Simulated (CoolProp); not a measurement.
Vapour-liquid equilibrium of benzene (1) + ethylbenzene (2) at 222.05 °C; x and y are mole fractions of (1).

Model: multi-fluid Helmholtz-energy mixture model, Thol 2012 and Zhou 2012; pair parameters Bell 2016, in CoolProp.

```tsv
x	bubble pressure, mixture model (kPa)	bubble pressure, Raoult's law (kPa)	y, mixture model	y, Raoult's law
0.05	697.2	715.2	0.107	0.141
0.2	858.7	921.0	0.364	0.438
0.35	1036	1127	0.555	0.627
0.5	1231	1333	…	0.757
0.65	1446	1538	0.815	0.853
0.8	…	1744	…	0.926
0.95	1930	1950	0.979	0.983
```

Task: Some entries are withheld; supply them.

Result: 
- 0.5, y, mixture model: 0.701
- 0.8, bubble pressure, mixture model (kPa): 1679
- 0.8, y, mixture model: 0.905

The largest gap from Raoult's law is -8.1 % in bubble pressure, at x = 0.35. No azeotrope shows between x = 0.05 and 0.95.

Pair parameters are fitted to limited data, so mixtures are less certain than the pure fluids.
